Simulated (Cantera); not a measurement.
A closed system holds: 1 mol MgCl₂, 14 mol H₂, 7.4 mol N₂, 0.033 mol HCl, equilibrated at 900 °C and 0.0150 Torr.

Cantera equilibrium calculation (NASA polynomials, part measured and part estimated; ideal gas, pure solids and liquids). Candidate condensed phases: Mg, MgCl₂, NH₄Cl; 18 gas species. The numbers say what is thermodynamically allowed, not how fast it happens.

What is the equilibrium state?


- x(H₂) = 0.620
- x(N₂) = 0.329
- x(MgCl₂) = 0.0420
- x(HCl) = 0.00642
- x(Mg) = 0.00246
- x(MgCl) = 2.69e-5
- x(H) = 2.08e-5
- gas amount = 22.49 mol
- log10 activity of Mg(l) (absent) = -6.50
